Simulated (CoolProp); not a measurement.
Vapour-liquid equilibrium of R134a (1) + R245fa (2) at 293.7 K; x and y are mole fractions of (1).

Values from CoolProp's multi-fluid Helmholtz-energy mixture model, Tillner-Roth 1994 and Akasaka 2015; pair parameters Akasaka 2014.

| x | bubble pressure, mixture model (kPa) | bubble pressure, Raoult's law (kPa) | y, mixture model | y, Raoult's law |
|---|---|---|---|---|
| 0.05 | 147.5 | 148.5 | 0.183 | 0.196 |
| 0.125 | 180.2 | 182.7 | 0.375 | 0.398 |
| 0.2 | 212.8 | 216.8 | 0.509 | 0.536 |
| 0.275 | 245.4 | 251.0 | 0.608 | 0.637 |
| 0.35 | 278.3 | 285.2 | 0.685 | 0.714 |
| 0.425 | 311.3 | 319.4 | 0.747 | 0.774 |
| 0.5 | 344.7 | 353.6 | 0.798 | 0.822 |
| 0.575 | 378.5 | 387.8 | 0.841 | 0.862 |
| 0.65 | 412.8 | 422.0 | 0.878 | 0.896 |
| 0.725 | 447.6 | 456.1 | 0.910 | 0.924 |
| 0.8 | 483.2 | 490.3 | 0.938 | 0.949 |
| 0.875 | 519.4 | 524.5 | 0.963 | 0.970 |
| 0.95 | 556.4 | 558.7 | 0.986 | 0.989 |

The largest gap from Raoult's law is -2.5 % in bubble pressure, at x = 0.425. No azeotrope shows between x = 0.05 and 0.95.

Pair parameters are fitted to limited data, so mixtures are less certain than the pure fluids.
